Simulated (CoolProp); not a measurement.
Properties of isopentane along the isobar 767 kPa (Tc = 187.2 °C, pc = 3378 kPa, ω = 0.227).

Values from CoolProp's reference Helmholtz-energy equation of state, Lemmon 2006. It is a short technical equation, of lower accuracy than the large ones.

```tsv
T (°C)	phase	speed of sound (m/s)	expansivity (1/kK)
93.05	liquid	640.4	2.519
109.75	gas	182.7	4.814
126.45	gas	192.1	4.121
143.25	gas	200.4	3.645
159.95	gas	207.7	3.296
176.65	gas	214.4	3.024
193.35	gas	220.6	2.805
210.15	gas	226.5	2.622
226.85	gas	232.0	2.468
```
